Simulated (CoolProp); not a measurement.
Model: reference Helmholtz-energy equation of state, Gao 2020, in CoolProp.

Problem. For ammonia, give the phase and the cp (kJ/(kg K)), Prandtl number at 346.5 K and 11.1 bar; 480.5 K and 4.22 bar; 359 K and 2.79 bar.

Solution. 
- 346.5 K and 11.1 bar: gas; cp 2.59, Prandtl number 0.980
- 480.5 K and 4.22 bar: gas; cp 2.46, Prandtl number 0.838
- 359 K and 2.79 bar: gas; cp 2.27, Prandtl number 0.884

Viscosity comes from a separate model (Fenghour 1995). Thermal conductivity comes from a separate model (Tufeu 1984).
